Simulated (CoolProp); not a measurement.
Isohexane along the isobar 21.7 bar: Z from the reference equation and from simpler models built on Tc = 224.6 °C, pc = 30.43 bar, ω = 0.280; each cubic takes its own stable root.

Model: reference Helmholtz-energy equation of state, Lemmon 2006, in CoolProp. It is a short technical equation, of lower accuracy than the large ones.

```
T (°C)   phase  reference  van der Waals  Peng-Robinson
------  ------  ---------  -------------  -------------
-99.25  liquid     0.1705         0.2876         0.1712
-95.15  liquid     0.1674         0.2820         0.1677
-90.95  liquid     0.1643         0.2764         0.1643
-86.75  liquid     0.1614         0.2712         0.1611
-82.55  liquid     0.1586         0.2662         0.1580
-78.35  liquid     0.1560         0.2614         0.1550
-74.15  liquid     0.1534         0.2568         0.1522
-69.95  liquid     0.1510         0.2525         0.1495
-65.75  liquid     0.1487         0.2483         0.1470
-61.65  liquid     0.1465         0.2444         0.1446
-57.45  liquid     0.1443         0.2406         0.1422
-53.25  liquid     0.1423         0.2369         0.1400
-49.05  liquid     0.1403         0.2334         0.1379
-44.85  liquid     0.1384         0.2300         0.1358
-40.65  liquid     0.1366         0.2268         0.1338
-36.45  liquid     0.1349         0.2237         0.1319
```
